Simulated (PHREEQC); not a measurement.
Make-up at 10 °C: 0.014 mol/kgw HF, 5.8e-05 mol/kgw CsF and 0.00013 mol/kgw H4SiO4. Closed to the air; pH follows from the charge balance.

The numbers come from PHREEQC with the ion-association model, wateq4f.dat.

Q: The ionic strength comes out as 0.00337 mol/kgw. What activity coefficients do F-, HF2-, H+, SiF6-2, Cs+ get?

A: F- 0.94, HF2- 0.94, H+ 0.94, SiF6-2 0.78, Cs+ 0.94.

This is a speciation only: nothing precipitates in the calculation. wateq4f.dat counts part of the HF as a dimer, H2F2, which phreeqc.dat doesn't know; its constant is uncertain. Away from 25 °C the constants follow the database's enthalpies or fits; those with neither stay at their 25 °C values. SiF6-2 is the database's only silicon fluoride.
